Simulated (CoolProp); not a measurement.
Isobutane at 293.15 K and 0.148 MPa is throttled through a valve to 0.0412 MPa with no heat exchange. Each further row changes one setting.

Model: reference Helmholtz-energy equation of state, Bücker 2006, in CoolProp.

| case | temperature change (K) | final density (kg/m³) |
|---|---|---|
| as stated | -2.5 | 1.00 |
| outlet pressure 0.0124 MPa | -3.2 | 0.300 |
| outlet pressure 0.0536 MPa | -2.2 | 1.31 |
